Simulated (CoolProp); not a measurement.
n-perfluorohexane along the isotherm 320.5 K: fugacity coefficient from the reference equation and from simpler models built on Tc = 448.0 K, pc = 1.742 MPa, ω = 0.497; each cubic takes its own stable root.

The numbers come from the reference Helmholtz-energy equation of state, Gao 2022 in CoolProp.

```tsv
p (MPa)	phase	reference
0.435	liquid	0.1621
0.871	liquid	0.08381
1.31	liquid	0.05768
1.74	liquid	0.04491
2.18	liquid	0.03710
2.61	liquid	0.03205
3.05	liquid	0.02839
3.48	liquid	0.02573
3.92	liquid	0.02364
4.35	liquid	0.02202
```

Problem. How far does each simpler model (van der Waals, Redlich-Kwong, Soave-Redlich-Kwong, Peng-Robinson) lie from the reference over these 10 states: mean and median of the absolute difference, and the worst?

Solution. 
- van der Waals: mean 435.3 %, median 435.0 %, worst +496.7 % at 320.5 K and 4.35 MPa
- Redlich-Kwong: mean 150.1 %, median 150.2 %, worst +158.5 % at 320.5 K and 4.35 MPa
- Soave-Redlich-Kwong: mean 3.1 %, median 3.1 %, worst +5.4 % at 320.5 K and 4.35 MPa
- Peng-Robinson: mean 0.9 %, median 1.0 %, worst +1.2 % at 320.5 K and 4.35 MPa
